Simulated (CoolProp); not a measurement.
The fluoroketone C6F12O (FK-5-1-12) along the isobar 2420 kPa: Z from the reference equation and from simpler models built on Tc = 168.7 °C, pc = 1869 kPa, ω = 0.471; each cubic takes its own stable root.

Model: reference Helmholtz-energy equation of state, McLinden 2015, in CoolProp.

```json
[
 {"T (°C)": "127.55", "phase": "liquid", "reference": "0.1837"},
 {"T (°C)": "135.15", "phase": "liquid", "reference": "0.1860"},
 {"T (°C)": "142.85", "phase": "liquid", "reference": "0.1892"},
 {"T (°C)": "150.45", "phase": "liquid", "reference": "0.1937"},
 {"T (°C)": "158.05", "phase": "liquid", "reference": "0.2003"},
 {"T (°C)": "165.75", "phase": "liquid", "reference": "0.2108"},
 {"T (°C)": "173.35", "phase": "supercritical", "reference": "0.2301"},
 {"T (°C)": "181.05", "phase": "supercritical", "reference": "0.2851"},
 {"T (°C)": "188.65", "phase": "supercritical", "reference": "0.4149"},
 {"T (°C)": "196.25", "phase": "supercritical", "reference": "0.5052"},
 {"T (°C)": "203.95", "phase": "supercritical", "reference": "0.5660"},
 {"T (°C)": "211.55", "phase": "supercritical", "reference": "0.6115"},
 {"T (°C)": "219.25", "phase": "supercritical", "reference": "0.6489"},
 {"T (°C)": "226.85", "phase": "supercritical", "reference": "0.6800"}
]
```

**Question.** How far does each simpler model (van der Waals, Soave-Redlich-Kwong) lie from the reference over these 14 states: mean and median of the absolute difference, and the worst?

**Answer.** 
- van der Waals: mean 34.1 %, median 30.7 %, worst +59.4 % at 127.55 °C and 2420 kPa
- Soave-Redlich-Kwong: mean 12.8 %, median 13.5 %, worst +24.4 % at 173.35 °C and 2420 kPa
